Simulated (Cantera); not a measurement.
An isothermal, constant-pressure homogeneous reactor starts with 6.52 % H2, 93.1 % O2, 0.410 % H2O, at 1400 K and 10.5 Torr.

Computed with Cantera and the H2/O2 subset of GRI-Mech 3.0, which has no nitrogen chemistry. Radical loss at walls, strong at low pressure, is not modelled. The temperature is held fixed by assumption; the heat of reaction is taken as removed at once.

x: mole fraction; the columns are a selection and need not sum to one.

```tsv
t (s)	x H2	x O2	x H2O2	x H2O	x H
0.000200	0.0652	0.931	7.16e-10	0.00410	5.90e-7
0.000665	0.0623	0.929	(withheld)	(withheld)	(withheld)
0.00221	0.00145	0.878	7.60e-8	0.0595	0.00920
0.00737	0.00133	0.883	7.52e-8	0.0606	0.00799
0.0245	0.00101	0.894	7.19e-8	0.0633	0.00512
0.0816	0.000458	0.913	5.73e-8	0.0676	0.00147
0.271	9.18e-5	0.925	2.91e-8	0.0703	0.000128
0.903	1.21e-5	0.928	9.68e-9	0.0712	6.04e-6
3.01	1.79e-6	0.928	2.80e-9	0.0714	3.45e-7
10.0	(withheld)	0.928	(withheld)	0.0715	(withheld)
```

Question: What belongs in the gaps?

Answer: 
- 0.000665, x H2O2: 8.40e-9
- 0.000665, x H2O: 0.00609
- 0.000665, x H: 0.000661
- 10.0, x H2: 4.19e-7
- 10.0, x H2O2: 1.10e-9
- 10.0, x H: 3.93e-8
